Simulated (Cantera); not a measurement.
Feed: 1 mol SiH4, 5.3 mol NH3, at 1373 K and 7.50 Torr.

Method: chemical equilibrium by Gibbs-energy minimisation in Cantera with the NASA 1993 tables (ideal gas, pure condensed phases). Candidate condensed phases: Si, Si3N4; 18 gas species. Rates play no part.

Base state: H2 0.834, N2 0.166, H 3.04e-5 (mole fractions); condensed: Si3N4(s).

### Question
What changes in the equilibrium state with this change: NH3 from 5.3 to 0.62 mol?

### Answer
```tsv
species	before	after
H2	0.834	1.000
N2	0.166	0.000307
H	3.04e-5	3.33e-5
Si3N4(s), mol	0.333	0.155
Si(s), mol	0	0.536
```
Mutual solubility and eutectic melting of coexisting phases are not modelled.
